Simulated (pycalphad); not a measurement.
Phase fractions of Hf-20.78B (at.%)

Computed with pycalphad from the COST 507 light-alloy database (1999), at 1 atm. These are 1990s assessments: newer ones move some temperatures and phases. Amounts are mole fractions of atoms. Kinetics are ignored, which matters at the lower temperatures.

```json
[
 {"T (K)": "2400", "LIQUID": "1.000", "BM": "-", "BCC_A2": "-", "HCP_A3": "-"},
 {"T (K)": "2250", "LIQUID": "0.912", "BM": "0.088", "BCC_A2": "-", "HCP_A3": "-"},
 {"T (K)": "2100", "LIQUID": "-", "BM": "0.406", "BCC_A2": "0.594", "HCP_A3": "-"},
 {"T (K)": "1950", "LIQUID": "-", "BM": "0.402", "BCC_A2": "-", "HCP_A3": "0.598"},
 {"T (K)": "1800", "LIQUID": "-", "BM": "[?]", "BCC_A2": "-", "HCP_A3": "[?]"},
 {"T (K)": "1650", "LIQUID": "-", "BM": "0.409", "BCC_A2": "-", "HCP_A3": "0.591"},
 {"T (K)": "1500", "LIQUID": "-", "BM": "0.412", "BCC_A2": "-", "HCP_A3": "0.588"},
 {"T (K)": "1350", "LIQUID": "-", "BM": "0.414", "BCC_A2": "-", "HCP_A3": "0.586"},
 {"T (K)": "1200", "LIQUID": "-", "BM": "0.415", "BCC_A2": "-", "HCP_A3": "0.585"},
 {"T (K)": "1050", "LIQUID": "-", "BM": "0.415", "BCC_A2": "-", "HCP_A3": "0.585"},
 {"T (K)": "900", "LIQUID": "-", "BM": "0.416", "BCC_A2": "-", "HCP_A3": "0.584"},
 {"T (K)": "750", "LIQUID": "-", "BM": "0.416", "BCC_A2": "-", "HCP_A3": "0.584"},
 {"T (K)": "600", "LIQUID": "-", "BM": "0.416", "BCC_A2": "-", "HCP_A3": "0.584"}
]
```

Problem. Some entries are withheld; supply them.

Solution. 
- 1800, BM: 0.406
- 1800, HCP_A3: 0.594

Database names, with the compositions (at.%) that they take in these runs: BM: Hf 50 B 50. BCC_A2 is bcc; HCP_A3 is hcp.
